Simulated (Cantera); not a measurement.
**Thermodynamics of silicon nitride deposition, feed SiH2Cl2 + N2**

Charge: 1 mol SiH2Cl2, 2.4 mol N2, at 1302 °C and 2100 Pa.

Method: chemical equilibrium by Gibbs-energy minimisation in Cantera with the NASA 1993 tables (ideal gas, pure condensed phases). Candidate condensed phases: NH4Cl, Si, Si3N4; 28 gas species. The tables' values for SiCl3 are old estimates; treat these amounts as uncertain. The numbers say what is thermodynamically allowed, not how fast it happens.

| Property | Value |
|---|---|
| x(N2) | 0.513 |
| x(HCl) | 0.236 |
| x(H2) | 0.132 |
| x(SiCl2) | 0.0982 |
| x(SiCl3) | 0.0146 |
| x(SiCl4) | 0.00566 |
| x(SiHCl3) | 0.000422 |
| x(Cl) | 0.000148 |
| x(H) | 0.000104 |
| n(Si3N4(s)) | 0.175 mol |
| gas amount | 3.997 mol |
| log10 activity of Si(s) (absent) | -1.16 |
